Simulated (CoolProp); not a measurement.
A single-stage vapour-compression cycle with R13: evaporating at 216.15 K (dew point), condensing at 286.15 K (bubble point), superheat 2 K, subcooling 2 K, compressor efficiency 0.7, no pressure losses. Each further row changes one setting.

The numbers come from the reference Helmholtz-energy equation of state, Platzer 1990 in CoolProp. This equation is an older, rougher fit; its heat capacities, sound speeds and derivatives of the liquid may be far off and weren't checked against measurements.

| case | cooling COP | pressure ratio | discharge temperature (K) | refrigerating effect (kJ/kg) | volumetric capacity (kJ/m³) |
|---|---|---|---|---|---|
| as stated | 1.19 | 8.53 | 328.1 | 63.2 | 1270 |
| evaporating temperature 221.15 K | ___ | 6.98 | 324.1 | 65.0 | 1580 |
| condensing temperature 281.15 K | 1.40 | 7.57 | 321.4 | 69.9 | 1400 |
| subcooling 7 K | 1.32 | 8.53 | 328.1 | 70.3 | 1410 |
| superheat 12 K | ___ | 8.53 | 339.5 | 69.2 | 1310 |
| compressor efficiency 0.6 | ___ | 8.53 | 338.7 | 63.2 | 1270 |

Task: What belongs in the gaps?

Result: 
- evaporating temperature 221.15 K, cooling COP: 1.36
- superheat 12 K, cooling COP: 1.22
- compressor efficiency 0.6, cooling COP: 1.02
